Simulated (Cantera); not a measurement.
A Cantera script and its output.

```python
import numpy as np
import cantera as ct

gas = ct.Solution("gri30.yaml")


def delay(T, t_max=10):
    gas.TPX = T, 100000, {'CH4': 1, 'O2': 3.7, 'N2': 13.9}
    reactor = ct.IdealGasConstPressureReactor(gas, clone=False)
    net = ct.ReactorNet([reactor])
    net.rtol, net.atol = 1e-8, 1e-16
    while net.time < t_max:
        t_old, T_old = net.time, reactor.T
        net.step()
        if reactor.T > T + 400:  # ignition: a rise of 400 K
            return t_old + (T + 400 - T_old) / (reactor.T - T_old) * (net.time - t_old)
    return np.nan


taus = []
for T in [1323, 1423, 1523, 1623, 1723, 1823, 1923, 2023]:
    taus.append(delay(T))
    print(f"T0 = {T:6g} K   tau = {taus[-1]:.4e} s")
```

It prints:

```
T0 =   1323 K   tau = 6.4240e-03 s
T0 =   1423 K   tau = 2.0389e-03 s
T0 =   1523 K   tau = 7.7203e-04 s
T0 =   1623 K   tau = 3.4349e-04 s
T0 =   1723 K   tau = 1.7312e-04 s
T0 =   1823 K   tau = 9.5778e-05 s
T0 =   1923 K   tau = 5.6963e-05 s
T0 =   2023 K   tau = 3.5904e-05 s
```

Model: GRI-Mech 3.0 (53 species, 325 reactions), integrated in Cantera.
